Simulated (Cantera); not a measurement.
Input: 1 mol SiH₄, 0.28 mol C₂H₂, 50 mol H₂, at 0.170 bar.

Cantera equilibrium calculation (NASA polynomials, part measured and part estimated; ideal gas, pure solids and liquids). Candidate condensed phases: C, C₆H₆, C₇H₈, C₈H₁₈, Si, SiC; 87 gas species. Mutual solubility and eutectic melting of coexisting phases are not modelled. Gases not in the tables: Si₂H₆ and higher silanes. The numbers say what is thermodynamically allowed, not how fast it happens.

x: gas mole fraction; n: condensed amount in mol.

| T (°C) | x H₂ | x H | x Si | x SiH | x SiH₂ | x Si₂C | x Si₂ | n Si(s) | n SiC(s) | n Si(l) |
|---|---|---|---|---|---|---|---|---|---|---|
| 1027 | 1.000 | 2.68e-6 | 2.55e-10 | 8.72e-10 | 7.65e-8 | <1e-12 | <1e-12 | 0.440 | 0.560 | 0 |
| 1102 | 1.000 | 8.31e-6 | 2.41e-9 | 5.60e-9 | 2.58e-7 | 1.25e-12 | (withheld) | 0.440 | 0.560 | 0 |
| 1177 | 1.000 | 2.29e-5 | 1.81e-8 | 2.96e-8 | 7.69e-7 | 1.83e-11 | (withheld) | 0.440 | 0.560 | 0 |
| 1252 | 1.000 | 5.74e-5 | 1.11e-7 | 1.33e-7 | 2.06e-6 | 2.05e-10 | (withheld) | 0.440 | 0.560 | 0 |
| 1327 | 1.000 | 0.000132 | 5.74e-7 | 5.15e-7 | 5.00e-6 | 1.82e-9 | (withheld) | 0.440 | 0.560 | 0 |
| 1402 | 1.000 | 0.000282 | 2.55e-6 | 1.77e-6 | 1.12e-5 | 1.32e-8 | (withheld) | 0.439 | 0.560 | 0 |
| 1477 | 0.999 | 0.000564 | 8.83e-6 | 4.81e-6 | 2.08e-5 | 7.13e-8 | (withheld) | 0 | 0.560 | 0.438 |
| 1552 | 0.999 | 0.00107 | 2.68e-5 | 1.17e-5 | 3.56e-5 | 3.24e-7 | (withheld) | 0 | 0.560 | 0.436 |
| 1627 | 0.998 | 0.00192 | 7.42e-5 | 2.65e-5 | 5.82e-5 | 1.30e-6 | (withheld) | 0 | 0.560 | 0.432 |
| 1702 | 0.996 | 0.00331 | 0.000190 | 5.63e-5 | 9.16e-5 | 4.68e-6 | (withheld) | 0 | 0.559 | 0.422 |
| 1777 | 0.994 | 0.00548 | 0.000455 | 0.000113 | 0.000139 | 1.53e-5 | (withheld) | 0 | 0.558 | 0.402 |
| 1852 | 0.990 | 0.00876 | 0.00102 | 0.000216 | 0.000205 | 4.59e-5 | (withheld) | 0 | 0.556 | 0.361 |
| 1927 | 0.983 | 0.0135 | 0.00217 | 0.000392 | 0.000293 | 0.000127 | (withheld) | 0 | 0.550 | 0.281 |
| 2002 | 0.974 | 0.0203 | 0.00438 | 0.000685 | 0.000408 | 0.000329 | (withheld) | 0 | 0.534 | 0.129 |

Question: Complete the blanks.

Answer: 
- 1102, x Si₂: 1.16e-12
- 1177, x Si₂: 1.60e-11
- 1252, x Si₂: 1.69e-10
- 1327, x Si₂: 1.43e-9
- 1402, x Si₂: 9.94e-9
- 1477, x Si₂: 4.57e-8
- 1552, x Si₂: 1.74e-7
- 1627, x Si₂: 5.96e-7
- 1702, x Si₂: 1.85e-6
- 1777, x Si₂: 5.30e-6
- 1852, x Si₂: 1.40e-5
- 1927, x Si₂: 3.47e-5
- 2002, x Si₂: 8.08e-5
